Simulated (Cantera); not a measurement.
Feed: 1 mol SiH₂Cl₂, 140 mol N₂, held at 1323 K and 0.0133 bar.

Equilibrium computed with Cantera from the NASA thermochemical tables; the gas is ideal and each condensed phase is pure. Candidate condensed phases: NH₄Cl, Si, Si₃N₄; 28 gas species. N₂ is the only nitrogen source here; it is nearly inert below about 1500 K, so the nitride shown seldom forms there in practice. The tables' values for SiCl₃ are old estimates; treat these amounts as uncertain. The numbers say what is thermodynamically allowed, not how fast it happens.

Base state: N₂ 0.986, HCl 0.0115, H₂ 0.00130, SiCl₂ 0.000471, SiCl₄ 0.000293, SiCl₃ 0.000159 (mole fractions); condensed: Si₃N₄(s).

Q: What changes in the equilibrium state with this change: N₂ from 140 to 52 mol?

A: 
```json
[
 {"species": "N₂", "before": "0.986", "after": "0.964"},
 {"species": "HCl", "before": "0.0115", "after": "0.0292"},
 {"species": "H₂", "before": "0.00130", "after": "0.00412"},
 {"species": "SiCl₄", "before": "0.000293", "after": "0.00122"},
 {"species": "SiCl₃", "before": "0.000159", "after": "0.000465"},
 {"species": "SiCl₂", "before": "0.000471", "after": "0.000967"},
 {"species": "Si₃N₄(s), mol", "before": "0.290", "after": "0.286"}
]
```

Q: What changes in the equilibrium state with this change: temperature from 1323 K to 1423 K?

A: 
| species | before | after |
|---|---|---|
| N₂ | 0.986 | 0.986 |
| HCl | 0.0115 | 0.0104 |
| H₂ | 0.00130 | 0.00185 |
| SiCl₂ | 0.000471 | 0.00143 |
| SiCl₄ | 0.000293 | 7.87e-5 |
| Cl | 3.69e-6 | 1.14e-5 |
| SiCl₃ | 0.000159 | 0.000169 |
| Si₃N₄(s), mol | 0.290 | 0.254 |

Q: What changes in the equilibrium state with this change: temperature from 1323 K to 1523.15 K?

A: 
```json
[
 {"species": "N₂", "before": "0.986", "after": "0.986"},
 {"species": "HCl", "before": "0.0115", "after": "0.00847"},
 {"species": "H₂", "before": "0.00130", "after": "0.00282"},
 {"species": "SiCl₂", "before": "0.000471", "after": "0.00263"},
 {"species": "SiCl₄", "before": "0.000293", "after": "1.23e-5"},
 {"species": "H", "before": "4.95e-7", "after": "1.07e-5"},
 {"species": "Cl", "before": "3.69e-6", "after": "2.56e-5"},
 {"species": "SiCl₃", "before": "0.000159", "after": "0.000104"},
 {"species": "Si₃N₄(s), mol", "before": "0.290", "after": "0.203"}
]
```
